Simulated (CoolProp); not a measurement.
Properties of toluene along the isotherm 620 K.

Values from CoolProp's reference Helmholtz-energy equation of state, Lemmon 2006. It is a short technical equation, of lower accuracy than the large ones.

| p (kPa) | phase | Z | viscosity (µPa s) | Prandtl number |
|---|---|---|---|---|
| 188 | gas | 0.9855 | 14.2 | 0.713 |
| 375 | gas | … | 14.2 | … |
| 563 | gas | … | 14.2 | 0.721 |
| 750 | gas | 0.9409 | 14.2 | 0.726 |
| 938 | gas | 0.9255 | 14.3 | 0.731 |
| 1130 | gas | 0.9094 | 14.3 | 0.737 |
| 1310 | gas | 0.8941 | 14.4 | 0.742 |
| 1500 | gas | 0.8776 | 14.4 | … |
| 1690 | gas | 0.8607 | 14.5 | … |
| 1880 | gas | 0.8434 | 14.6 | 0.764 |
| 2060 | gas | 0.8267 | 14.7 | 0.772 |

Some entries are withheld; supply them.


- 375, Z: 0.9709
- 375, Prandtl number: 0.717
- 563, Z: 0.9560
- 1500, Prandtl number: 0.749
- 1690, Prandtl number: 0.756

Viscosity comes from a separate model (Avgeri 2015). Thermal conductivity comes from a separate model (Assael 2012).
